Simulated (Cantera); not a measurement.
Cantera run, input and output.

```python
import numpy as np
import cantera as ct

gas = ct.Solution("h2o2.yaml")
gas.TPX = 1350, 2666, {'H2': 0.01, 'O2': 1}
reactor = ct.IdealGasConstPressureReactor(gas, energy="off", clone=False)
net = ct.ReactorNet([reactor])
net.rtol, net.atol = 1e-08, 1e-18
show = ['H2', 'O2', 'O', 'OH', 'H', 'H2O2']
times = np.geomspace(7e-05, 70, 15)

steps = ct.SolutionArray(gas, extra=["t"])
rows = []
print(f"{'t/s':>10s}{'T/K':>9s}{'P/Pa':>11s}" + "".join(f"{s:>11s}" for s in show))
for t in times:
    while net.time < t:
        t_next = net.step()
        steps.append(gas.state, t=t_next)
    rows.append([np.interp(t, steps.t, y) for y in (steps.T, steps.P, *steps(*show).X.T)])
    print(f"{t:10.3e}{rows[-1][0]:9.1f}{rows[-1][1]:11.4g}" + "".join(f"{x:11.3e}" for x in rows[-1][2:]))
rate = np.gradient(steps.T, steps.t)
print("integrator steps:", len(steps.t))
if steps.T.max() > steps.T[0] + 200:
    print(f"time of steepest temperature rise: {steps.t[rate.argmax()]:.4e} s")
gas.TPX = 1350, 2666, {'H2': 0.01, 'O2': 1}
gas.equilibrate("TP")
print(f"equilibrium (TP): T = {gas.T:.1f} K  " + "  ".join(f"{s} {gas[s].X[0]:.3e}" for s in show))
```

Output:

```
       t/s      T/K       P/Pa         H2         O2          O         OH          H       H2O2
 7.000e-05   1350.0       2666  9.901e-03  9.901e-01  1.481e-08  1.388e-08  3.872e-09  2.788e-12
 1.878e-04   1350.0       2666  9.901e-03  9.901e-01  6.575e-08  5.721e-08  8.817e-09  1.934e-11
 5.038e-04   1350.0       2666  9.900e-03  9.901e-01  5.854e-07  4.777e-07  5.736e-08  1.268e-10
 1.351e-03   1350.0       2666  9.796e-03  9.900e-01  6.834e-05  5.477e-05  6.382e-06  8.707e-10
 3.626e-03   1350.0       2666  1.113e-04  9.809e-01  8.335e-03  1.375e-03  3.509e-04  3.151e-08
 9.726e-03   1350.0       2666  3.685e-05  9.814e-01  8.013e-03  1.129e-03  2.741e-04  2.339e-08
 2.609e-02   1350.0       2666  3.126e-05  9.827e-01  6.747e-03  1.040e-03  2.124e-04  2.237e-08
 7.000e-02   1350.0       2666  2.119e-05  9.851e-01  4.508e-03  8.576e-04  1.167e-04  1.982e-08
 1.878e-01   1350.0       2666  9.644e-06  9.877e-01  2.017e-03  5.798e-04  3.521e-05  1.464e-08
 5.038e-01   1350.0       2666  2.763e-06  9.893e-01  5.705e-04  3.111e-04  5.335e-06  7.834e-09
 1.351e+00   1350.0       2666  5.898e-07  9.899e-01  1.210e-04  1.441e-04  5.240e-07  2.905e-09
 3.626e+00   1350.0       2666  1.217e-07  9.900e-01  2.495e-05  6.559e-05  4.917e-08  8.560e-10
 9.726e+00   1350.0       2666  3.029e-08  9.900e-01  6.220e-06  3.278e-05  6.127e-09  2.630e-10
 2.609e+01   1350.0       2666  1.373e-08  9.900e-01  2.825e-06  2.210e-05  1.879e-09  1.371e-10
 7.000e+01   1350.0       2666  1.257e-08  9.900e-01  2.588e-06  2.115e-05  1.648e-09  1.281e-10
integrator steps: 1696
equilibrium (TP): T = 1350.0 K  H2 1.257e-08  O2 9.900e-01  O 2.588e-06  OH 2.115e-05  H 1.647e-09  H2O2 1.281e-10
```

Cantera simulation using the H2/O2 subset of GRI-Mech 3.0, which has no nitrogen chemistry; the numbers are that mechanism's predictions, not measurements. Radical loss at walls, strong at low pressure, is not modelled.
